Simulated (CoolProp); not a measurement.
A simple Rankine cycle with R134a: condensing at 317.15 K, boiler at 3.2 MPa, turbine inlet 454 K, turbine efficiency 0.7, pump efficiency 0.7, no recuperator. Each further row changes one setting.

Model: reference Helmholtz-energy equation of state, Tillner-Roth 1994, in CoolProp.

```tsv
case	thermal efficiency (%)	net work (kJ/kg)	heat in (kJ/kg)	turbine exit temperature (K)	volume ratio over the turbine
as stated	7.0	20.4	290	420.5	2.86
condensing temperature 309.15 K	8.2	24.8	302	414.6	3.53
boiler pressure 2.24 MPa	4.8	14.4	298	433.2	1.97
turbine efficiency 0.6	5.9	17.1	290	423.5	2.88
```
